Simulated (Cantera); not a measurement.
A counterflow diffusion flame at 750 Torr, nozzles 20 mm apart: fuel side H2 = 1 (molar parts) at 450 K, oxidiser side O2 : N2 = 0.19 : 0.81 (molar parts) at 400 K, fuel mass flux 0.27 times the oxidiser's; mixture-averaged transport, no radiation.

Computed with Cantera and the H2/O2 subset of GRI-Mech 3.0, which has no nitrogen chemistry. The maximum strain rate includes the flame's own expansion and is several times the mean.

x: mole fraction; the columns are a selection and need not sum to one.

| oxidiser flux (kg/m²/s) | max strain (1/s) | mean strain (1/s) | T max (K) | peak x OH | peak x H | peak x H2O | peak x HO2 |
|---|---|---|---|---|---|---|---|
| 0.6 | 776 | 185 | 2305 | 0.0163 | 0.0160 | 0.258 | (withheld) |
| 0.92 | 1170 | 284 | 2250 | 0.0165 | 0.0186 | 0.255 | (withheld) |
| 1.4 | 1740 | 432 | 2201 | 0.0166 | 0.0218 | 0.252 | (withheld) |
| 2.2 | 2700 | 678 | 2130 | 0.0164 | 0.0252 | 0.248 | (withheld) |
| 3.3 | 4000 | 1020 | 2061 | 0.0159 | 0.0287 | 0.246 | (withheld) |
| 5.1 | 6160 | 1570 | 1993 | 0.0154 | 0.0330 | 0.242 | (withheld) |
| 7.9 | 9500 | 2440 | 1914 | 0.0145 | 0.0371 | 0.239 | (withheld) |
| 12 | 14300 | 3700 | 1838 | 0.0134 | 0.0412 | 0.234 | (withheld) |

Question: What belongs in the gaps?

Answer: 
- 0.6, peak x HO2: 6.24e-5
- 0.92, peak x HO2: 8.01e-5
- 1.4, peak x HO2: 9.99e-5
- 2.2, peak x HO2: 0.000123
- 3.3, peak x HO2: 0.000145
- 5.1, peak x HO2: 0.000171
- 7.9, peak x HO2: 0.000199
- 12, peak x HO2: 0.000229
